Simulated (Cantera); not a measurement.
**Adiabatic ignition**

An adiabatic, constant-pressure homogeneous reactor starts with 20.7 % H2, 16.7 % O2, 62.7 % N2, equivalence ratio 0.62, at 1050 K and 0.250 bar.

Detailed kinetics in Cantera: GRI-Mech 3.0 (53 species, 325 reactions).

```
t (s)     T (K)     x H2    x O2      x NO    x H2O2       x O    x NO2
--------  -----  -------  ------  --------  --------  --------  -------
9.00e-6    1050    0.207   0.167    <1e-12    <1e-12  2.05e-11   <1e-12
2.88e-5    1050    0.207   0.167    <1e-12    <1e-12  1.52e-10   <1e-12
9.19e-5    1050    0.207   0.167    <1e-12  1.13e-11   3.57e-9   <1e-12
0.000294   1050    0.206   0.167  1.14e-12   4.75e-8   2.53e-5   <1e-12
0.000939   2024   0.0189  0.0690   3.80e-5   1.50e-7    0.0165  2.22e-9
0.00300    2344  0.00740  0.0669  0.000233   1.14e-7   0.00567  4.91e-8
0.00959    2384  0.00551  0.0668  0.000915   1.50e-7   0.00414  2.60e-7
0.0306     2381  0.00547  0.0659   0.00286   1.48e-7   0.00406  8.09e-7
0.0979     2376  0.00540  0.0640   0.00681   1.45e-7   0.00388  1.91e-6
0.313      2373  0.00536  0.0629   0.00922   1.42e-7   0.00378  2.58e-6
1.00       2373  0.00535  0.0629   0.00932   1.42e-7   0.00378  2.60e-6
```
x: mole fraction; the columns are a selection and need not sum to one.

* **time of steepest temperature rise**: 0.434 ms
* **temperature at 1.00 s**: 2373 K
* **equilibrium temperature**: 2373 K
* **x(H2) at 1.00 s**: 0.00535 (gas-phase equilibrium 0.00535)
* **x(O2) at 1.00 s**: 0.0629 (gas-phase equilibrium 0.0629)
* **x(NO) at 1.00 s**: 0.00932 (gas-phase equilibrium 0.00932)
